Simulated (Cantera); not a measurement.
## Stirred combustor or abatement burner

A perfectly stirred reactor is fed with 2.99 % CH4, 4.48 % C2H6, 1.76 % C3H8, 19.0 % O2, 71.7 % N2, equivalence ratio 1.6, at 0.380 bar; it is adiabatic with a 725 K inlet, and is followed from long to short residence time, starting on the burning branch (τ in s: 0.063, 0.027, 0.012, 0.0051, 0.0022, 0.00096, 0.00041, 0.00018, 7.7e-05, 3.4e-05, 1.5e-05, 6.3e-06).

Detailed kinetics in Cantera: GRI-Mech 3.0 (53 species, 325 reactions). GRI-Mech 3.0 was tuned for natural gas; its chemistry of propane as a main component is partial and can be far from experiment.

```csv
τ (s),T (K),x CH4,x C2H6,x C3H8,x OH,x H2O
0.063,2154,2.85e-5,6.05e-7,1.76e-7,0.00125,0.141
0.027,2146,4.72e-5,1.32e-6,3.76e-7,0.00142,0.141
0.012,2140,8.42e-5,2.87e-6,7.99e-7,0.00155,0.141
0.0051,2133,0.000168,6.68e-6,1.83e-6,0.00163,0.141
0.0022,2122,0.000341,1.58e-5,4.29e-6,0.00168,0.141
0.00096,2101,0.000677,3.86e-5,1.03e-5,0.00171,0.142
0.00041,2048,0.00141,0.000109,2.81e-5,0.00164,0.141
0.00018,725,0.0299,0.0448,0.0176,<1e-12,<1e-12
7.7e-5,725,0.0299,0.0448,0.0176,<1e-12,<1e-12
3.4e-5,725,0.0299,0.0448,0.0176,<1e-12,<1e-12
1.5e-5,725,0.0299,0.0448,0.0176,<1e-12,<1e-12
6.3e-6,725,0.0299,0.0448,0.0176,<1e-12,<1e-12
```
x: mole fraction; the columns are a selection and need not sum to one.
